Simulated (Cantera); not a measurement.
A Cantera script and its output.

```python
import numpy as np
import cantera as ct

gas = ct.Solution("gri30.yaml")
gas.TPX = 500, 24000, {'CH3OH': 1, 'O2': 1.25, 'N2': 4.5}
inlet = ct.Reservoir(gas, clone=True)
gas.equilibrate("HP")  # start burning
reactor = ct.IdealGasConstPressureReactor(gas, energy="on", clone=False)
exhaust = ct.Reservoir(gas, clone=True)
tau = [0.021, 0.011, 0.0058, 0.0031, 0.0016, 0.00084, 0.00044, 0.00023, 0.00012, 6.4e-05][0]
for a, b in ((inlet, reactor), (reactor, exhaust)):
    ct.MassFlowController(a, b, mdot=lambda t: reactor.mass / tau)
net = ct.ReactorNet([reactor])
show = ['CH3OH', 'O2', 'OH', 'H', 'C2H2', 'CH2O', 'HCO']

rows = []
print(f"{'tau/s':>10s}{'T/K':>9s}" + "".join(f"{s:>11s}" for s in show))
for tau in [0.021, 0.011, 0.0058, 0.0031, 0.0016, 0.00084, 0.00044, 0.00023, 0.00012, 6.4e-05]:
    net.initial_time = 0.0
    net.advance(30 * tau)
    before = gas.X
    net.advance(40 * tau)
    drift = np.max(np.abs(gas.X - before) / (gas.X + 1e-9))
    rows.append([gas.T, *gas[show].X, drift])
    print(f"{tau:10.3e}{gas.T:9.1f}" + "".join(f"{x:11.3e}" for x in gas[show].X))
```

It prints:

```
     tau/s      T/K      CH3OH         O2         OH          H       C2H2       CH2O        HCO
 2.100e-02   2111.2  4.736e-06  7.231e-03  9.093e-03  9.951e-03  2.630e-10  4.439e-06  7.986e-07
 1.100e-02   2068.4  7.902e-06  8.715e-03  9.727e-03  1.217e-02  7.201e-10  7.190e-06  1.463e-06
 5.800e-03   2028.2  1.352e-05  1.012e-02  1.014e-02  1.435e-02  2.133e-09  1.193e-05  2.665e-06
 3.100e-03   1993.4  2.361e-05  1.142e-02  1.034e-02  1.620e-02  6.572e-09  2.028e-05  4.821e-06
 1.600e-03   1962.5  4.412e-05  1.283e-02  1.034e-02  1.758e-02  2.262e-08  3.701e-05  9.121e-06
 8.400e-04   1936.1  8.464e-05  1.457e-02  1.009e-02  1.810e-02  7.818e-08  6.974e-05  1.728e-05
 4.400e-04   1906.6  1.734e-04  1.744e-02  9.430e-03  1.751e-02  2.815e-07  1.407e-04  3.371e-05
 2.300e-04   1856.5  4.156e-04  2.367e-02  7.773e-03  1.486e-02  1.126e-06  3.313e-04  7.002e-05
 1.200e-04    500.0  1.481e-01  1.852e-01 -3.384e-31 -2.870e-30 -3.187e-19 -3.798e-16 -1.406e-32
 6.400e-05    500.0  1.481e-01  1.852e-01  7.829e-32  4.505e-31 -1.188e-20 -1.415e-17 -5.167e-34
```

Cantera simulation using GRI-Mech 3.0 (53 species, 325 reactions); the numbers are that mechanism's predictions, not measurements. GRI-Mech 3.0 was tuned for natural gas; its chemistry of methanol as a main component is partial and can be far from experiment.
